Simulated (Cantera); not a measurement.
Input (Python, Cantera):

```python
import numpy as np
import cantera as ct

gas = ct.Solution("gri30.yaml")
gas.TPX = 548, 1000000, {'CH3OH': 1, 'O2': 1.95, 'N2': 7.32, 'CO2': 2.9}
flame = ct.FreeFlame(gas, width=0.008)
flame.set_refine_criteria(ratio=3, slope=0.08, curve=0.16)
flame.transport_model = "mixture-averaged"
flame.solve(loglevel=0, auto=True)
z, T = flame.grid, flame.T
thick = (T[-1] - T[0]) / np.gradient(T, z).max()
show = ['CH3OH', 'O2', 'CO2', 'H2O2', 'C2H6', 'HCO']
print(f"laminar burning velocity  {flame.velocity[0] * 100:.3f} cm/s")
print(f"burnt temperature         {T[-1]:.1f} K")
print(f"thermal thickness         {thick * 1e3:.4f} mm")
print(f"grid points               {len(z)}")
z0 = z[flame.heat_release_rate.argmax()]
print(f"{'z/mm':>9s}{'T/K':>9s}{'u/(m/s)':>9s}" + "".join(f"{s:>11s}" for s in show))
rows = []
for k in (-3, -2, -1.5, -1, -0.5, -0.25, 0, 0.25, 0.5, 1, 2, 4, 8):
    zz = z0 + k * thick
    rows.append([k * thick, np.interp(zz, z, T), np.interp(zz, z, flame.velocity),
                 *(np.interp(zz, z, flame.X[gas.species_index(s)]) for s in show)])
    print(f"{rows[-1][0] * 1e3:9.3f}{rows[-1][1]:9.1f}{rows[-1][2]:9.3f}" + "".join(f"{x:11.3e}" for x in rows[-1][3:]))
```

Output:

```
laminar burning velocity  9.177 cm/s
burnt temperature         1750.9 K
thermal thickness         0.2078 mm
grid points               119
     z/mm      T/K  u/(m/s)      CH3OH         O2        CO2       H2O2       C2H6        HCO
   -0.623    549.8    0.092  7.579e-02  1.477e-01  2.200e-01  1.793e-06  2.005e-13  7.558e-18
   -0.416    561.0    0.094  7.519e-02  1.461e-01  2.196e-01  1.229e-05  2.079e-12  5.620e-16
   -0.312    589.5    0.099  7.355e-02  1.428e-01  2.192e-01  3.808e-05  8.672e-12  1.395e-14
   -0.208    694.6    0.118  6.667e-02  1.317e-01  2.194e-01  1.305e-04  4.320e-11  1.889e-12
   -0.104   1008.1    0.175  4.179e-02  1.004e-01  2.267e-01  3.816e-04  1.970e-10  4.039e-09
   -0.052   1278.6    0.224  1.745e-02  7.357e-02  2.378e-01  3.566e-04  3.864e-10  5.610e-07
    0.000   1550.0    0.273  6.694e-04  4.848e-02  2.561e-01  1.550e-05  3.652e-10  2.681e-06
    0.052   1673.9    0.293  9.913e-08  3.796e-02  2.725e-01  1.099e-06  1.052e-13  7.017e-09
    0.104   1716.3    0.299  5.144e-11  3.480e-02  2.793e-01  6.324e-07  1.158e-17  6.873e-10
    0.208   1740.3    0.303  6.873e-14  3.317e-02  2.831e-01  2.817e-07  1.629e-22  4.434e-11
    0.416   1748.9    0.304  1.182e-17  3.266e-02  2.845e-01  1.102e-07  1.382e-26  1.535e-12
    0.831   1750.7    0.305  1.830e-18  3.257e-02  2.847e-01  6.526e-08 -3.176e-27  1.386e-13
    1.663   1750.9    0.305  1.235e-18  3.256e-02  2.847e-01  6.117e-08 -2.004e-27  9.309e-14
```

Cantera simulation using GRI-Mech 3.0 (53 species, 325 reactions); the numbers are that mechanism's predictions, not measurements. GRI-Mech 3.0 was tuned for natural gas; its chemistry of methanol as a main component is partial and can be far from experiment. Burning velocities carry a grid error of a few per cent, more on coarse grids.
